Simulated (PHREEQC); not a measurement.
**Nickel, zinc or cadmium bath: speciation**

Consider water at 25 °C with 0.24 mol ZnCl2, 0.023 mol Na2SO4 and 0.025 mol FeSO4 per kg of water. Closed to the air; pH follows from the charge balance.

The numbers come from PHREEQC with the ion-association model, phreeqc.dat.

Each row changes one thing in this solution. No solid was allowed to form.

| case | pH | ionic strength (mol/kgw) | Cl- (mol/kgw) | SO4-2 (mol/kgw) | NaSO4- (mol/kgw) | HSO4- (mol/kgw) | SI of Halite (NaCl) |
|---|---|---|---|---|---|---|---|
| as made | 4.89 | 0.675 | 0.416 | 0.0184 | 0.000804 | 5.55e-6 | -3.64 |
| Na2SO4 from 0.023 to 0.0046 mol/kgw | 4.86 | 0.655 | 0.413 | 0.0114 | 0.000102 | 3.78e-6 | [?] |
| diluted 5-fold with water | 5.24 | 0.151 | 0.0922 | 0.00449 | 6.65e-5 | 1.08e-6 | -4.90 |
| 0.32 mol/kgw KCl added | 4.88 | [?] | 0.674 | 0.0204 | 0.000808 | 5.34e-6 | -3.44 |
| FeSO4 from 0.025 to 0.0225 mol/kgw | 4.89 | 0.670 | 0.416 | 0.0175 | 0.000767 | 5.35e-6 | -3.64 |
| FeSO4 replaced by K2SO4 at the same molality | 4.89 | 0.658 | 0.418 | [?] | 0.000823 | 5.73e-6 | -3.64 |
| ZnCl2 replaced by MnCl2 at the same molality | 5.86 | 0.655 | 0.411 | 0.0219 | 0.000965 | 7.25e-7 | -3.65 |

**Question.** Some entries are withheld; supply them.

**Answer.** 
- Na2SO4 from 0.023 to 0.0046 mol/kgw, SI of Halite (NaCl): -4.34
- 0.32 mol/kgw KCl added, ionic strength (mol/kgw): 0.946
- FeSO4 replaced by K2SO4 at the same molality, SO4-2 (mol/kgw): 0.0186

The ionic strength passes 0.7 mol/kgw, the rough limit of the ion-association models, in 0.32 mol/kgw KCl added. Species that the database lacks are ignored.
